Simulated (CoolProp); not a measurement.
A single-stage vapour-compression cycle with the fluid: evaporating at 293.15 K (dew point), condensing at 355.15 K (bubble point), superheat 2 K, subcooling 8 K, compressor efficiency 0.85, no pressure losses. The same conditions are run with several fluids, on thermodynamics alone (safety and materials aside).

Values from CoolProp's reference Helmholtz-energy equation of state of each fluid (neopentane: Lemmon 2006; isobutene: Lemmon 2005; propylene: Lemmon 2013; hydrogen sulfide: Lemmon 2006; tetrahydrofuran: Fiedler 2023; R1233zd(E): Akasaka 2022).

```csv
fluid,cooling COP,pressure ratio,discharge temperature (K),refrigerating effect (kJ/kg),volumetric capacity (kJ/m³)
neopentane,2.90,5.28,355.1,178,809
isobutene,3.05,4.89,357.2,232,1500
propylene,2.50,3.80,…,188,…
hydrogen sulfide,2.74,3.70,425.9,…,8730
tetrahydrofuran,3.53,9.60,379.9,354,…
R1233zd(E),3.18,…,356.0,128,773
```

Task: Fill in the missing entries.

Result: 
- propylene, discharge temperature (K): 373.6
- propylene, volumetric capacity (kJ/m³): 3980
- hydrogen sulfide, refrigerating effect (kJ/kg): 296
- tetrahydrofuran, volumetric capacity (kJ/m³): 181
- R1233zd(E), pressure ratio: 6.36

The compression ends wet for: neopentane.
